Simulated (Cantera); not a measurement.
An isothermal, constant-pressure homogeneous reactor starts with CH4 : H2O = 1 : 0.44 (molar parts), at 1775 K and 1000000 Pa. Integrator tolerance rtol = 1e-08.

Cantera simulation using GRI-Mech 3.0 (53 species, 325 reactions); the numbers are that mechanism's predictions, not measurements. GRI-Mech 3.0 stops at C3 and has no aromatics, soot or wall deposition, so with more carbon than oxygen in the feed, carbon stays in small species such as C2H2 where larger ones or solid carbon would form.

Q: What does this change do: temperature 1775 to 1575 K?

A: 
| quantity | before | after |
|---|---|---|
| x(CH4) at 5.00 s | 0.0893 (gas-phase equilibrium 0.0893) | 0.228 (gas-phase equilibrium 0.193) |
| x(H2O) at 5.00 s | 1.54e-5 (gas-phase equilibrium 1.57e-5) | 0.0464 (gas-phase equilibrium 3.81e-5) |
| x(CH2CO) at 5.00 s | 2.66e-6 (gas-phase equilibrium 2.67e-6) | 2.99e-6 (gas-phase equilibrium 1.96e-6) |
| x(CO2) at 5.00 s | 1.02e-6 (gas-phase equilibrium 1.04e-6) | 0.00424 (gas-phase equilibrium 4.00e-6) |
| x(CO) at 5.00 s | 0.168 (gas-phase equilibrium 0.168) | 0.143 (gas-phase equilibrium 0.184) |
| x(H) at 5.00 s | 7.60e-5 (gas-phase equilibrium 7.60e-5) | 9.73e-6 (gas-phase equilibrium 1.03e-5) |
